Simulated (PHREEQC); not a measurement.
Solution A (0.14 mol HF, 0.23 mol NH4F, 0.0018 mol (NH4)2SiF6 and 0.0099 mol H3PO4 per kg of water) is mixed with solution B (0.23 mol/kgw NH4HF2, 5.5e-05 mol/kgw (NH4)2SiF6 and 0.014 mol/kgw H2SO4) at 11 °C; shares are by mass of water, 1 kg in all. O2 is buffered at 0.21 atm. The system is closed to CO2. Only these solids could form: SiO2(a).

Model: ion-association model, phreeqc.dat, run in PHREEQC.

```json
[
 {"share of solution B": "0", "pH": "3.14", "H2PO4- (mol/kgw)": "0.00931", "H3PO4 (mol/kgw)": "0.000587"},
 {"share of solution B": "0.05", "pH": "3.11", "H2PO4- (mol/kgw)": "0.00882", "H3PO4 (mol/kgw)": "0.000587"},
 {"share of solution B": "0.1", "pH": "3.09", "H2PO4- (mol/kgw)": "0.00832", "H3PO4 (mol/kgw)": "0.000584"},
 {"share of solution B": "0.15", "pH": "?", "H2PO4- (mol/kgw)": "0.00784", "H3PO4 (mol/kgw)": "0.000578"},
 {"share of solution B": "0.2", "pH": "3.05", "H2PO4- (mol/kgw)": "0.00735", "H3PO4 (mol/kgw)": "0.000571"},
 {"share of solution B": "0.3", "pH": "3.01", "H2PO4- (mol/kgw)": "0.00638", "H3PO4 (mol/kgw)": "0.000546"},
 {"share of solution B": "0.35", "pH": "2.98", "H2PO4- (mol/kgw)": "0.00590", "H3PO4 (mol/kgw)": "0.000530"},
 {"share of solution B": "0.4", "pH": "?", "H2PO4- (mol/kgw)": "0.00543", "H3PO4 (mol/kgw)": "0.000510"},
 {"share of solution B": "0.45", "pH": "?", "H2PO4- (mol/kgw)": "0.00496", "H3PO4 (mol/kgw)": "0.000488"},
 {"share of solution B": "0.5", "pH": "2.93", "H2PO4- (mol/kgw)": "0.00449", "H3PO4 (mol/kgw)": "0.000462"},
 {"share of solution B": "0.55", "pH": "2.91", "H2PO4- (mol/kgw)": "0.00402", "H3PO4 (mol/kgw)": "0.000433"},
 {"share of solution B": "0.6", "pH": "2.89", "H2PO4- (mol/kgw)": "0.00356", "H3PO4 (mol/kgw)": "0.000400"},
 {"share of solution B": "0.65", "pH": "?", "H2PO4- (mol/kgw)": "0.00310", "H3PO4 (mol/kgw)": "0.000364"},
 {"share of solution B": "0.7", "pH": "2.85", "H2PO4- (mol/kgw)": "0.00265", "H3PO4 (mol/kgw)": "0.000324"},
 {"share of solution B": "0.8", "pH": "2.81", "H2PO4- (mol/kgw)": "0.00175", "H3PO4 (mol/kgw)": "0.000232"},
 {"share of solution B": "0.85", "pH": "2.80", "H2PO4- (mol/kgw)": "0.00130", "H3PO4 (mol/kgw)": "0.000180"},
 {"share of solution B": "0.9", "pH": "2.78", "H2PO4- (mol/kgw)": "0.000865", "H3PO4 (mol/kgw)": "0.000125"},
 {"share of solution B": "0.95", "pH": "2.76", "H2PO4- (mol/kgw)": "0.000431", "H3PO4 (mol/kgw)": "6.44e-5"},
 {"share of solution B": "1", "pH": "2.75", "H2PO4- (mol/kgw)": "0", "H3PO4 (mol/kgw)": "0"}
]
```

Task: What belongs in the gaps?

Result: 
- 0.15, pH: 3.07
- 0.4, pH: 2.96
- 0.45, pH: 2.94
- 0.65, pH: 2.87

Constants without temperature data keep their 25 °C values here. SiF6-2 is the database's only silicon fluoride.
